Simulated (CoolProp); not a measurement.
Vapour-liquid equilibrium of CHF3 (R23) (1) + propane (2) at -44.65 °C; x and y are mole fractions of (1).

Computed with CoolProp (multi-fluid Helmholtz-energy mixture model, Penoncello 2003 and Lemmon 2009; pair parameters Bell 2016).

Task: Give the bubble pressure and the first vapour's composition at x = 0.15, 0.35, 0.65. Is there an azeotrope?

Result: x = 0.15: 4.209 bar, y = 0.791; x = 0.35: 5.567 bar, y = 0.850; x = 0.65: 5.787 bar, y = 0.860. y crosses x between x = 0.85 and 0.95: the model has an azeotrope there.

The pair parameters rest on a limited set of measurements; away from them the model extrapolates. With so large a gap from Raoult's law the liquid may split in two, which this calculation doesn't test in full.
